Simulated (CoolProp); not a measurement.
Properties of CHF3 (R23) along the isobar 0.454 MPa (Tc = 299.3 K, pc = 4.832 MPa, ω = 0.263).

Values from CoolProp's reference Helmholtz-energy equation of state, Penoncello 2003.

```
T (K)   phase           Z  speed of sound (m/s)  expansivity (1/kK)
-----  ------  ----------  --------------------  ------------------
144.2  liquid     0.01642                  1088          (withheld)
158.6  liquid  (withheld)                  1004               2.244
173.1  liquid     0.01459                 923.0          (withheld)
187.5  liquid  (withheld)                 844.7               2.577
202    liquid     0.01348                 765.9               2.834
216.4  liquid     0.01314            (withheld)               3.195
230.8     gas      0.9067                 172.5               6.260
245.3     gas      0.9274            (withheld)               5.341
```

Question: Complete the blanks.

Answer: 
- 144.2, expansivity (1/kK): 2.125
- 158.6, Z: 0.01540
- 173.1, expansivity (1/kK): 2.389
- 187.5, Z: 0.01396
- 216.4, speed of sound (m/s): 686.1
- 245.3, speed of sound (m/s): 179.8
